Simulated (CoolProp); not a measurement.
R134a at 396.82 K and 13 MPa flows at 5.3 m/s in a round tube of 20 mm bore and 45 µm roughness, fully developed (64/Re and Nu = 3.66 if laminar; Colebrook and Gnielinski if turbulent). Each further row changes one setting.

The numbers come from the reference Helmholtz-energy equation of state, Tillner-Roth 1994 in CoolProp.

| case | Reynolds number | Darcy friction factor | pressure drop (Pa/m) | heat-transfer coefficient (W/(m² K)) | mass flow (kg/h) |
|---|---|---|---|---|---|
| as stated | [?] | [?] | 15300 | 15400 | [?] |
| velocity 10.6 m/s | 2270000 | [?] | 61200 | 30700 | 10800 |
| diameter 40 mm | 2270000 | [?] | [?] | [?] | [?] |

Question: Fill in the missing entries.

Answer: 
- as stated, Reynolds number: 1130000
- as stated, Darcy friction factor: 0.0243
- as stated, mass flow (kg/h): 5380
- velocity 10.6 m/s, Darcy friction factor: 0.0242
- diameter 40 mm, Darcy friction factor: 0.0203
- diameter 40 mm, pressure drop (Pa/m): 6410
- diameter 40 mm, heat-transfer coefficient (W/(m² K)): 13300
- diameter 40 mm, mass flow (kg/h): 21500

Viscosity comes from a separate model (Huber 2003), an estimate that may be off by 10 % or more. Thermal conductivity comes from a separate model (McLinden 2000), an estimate that may be off by 10 % or more.
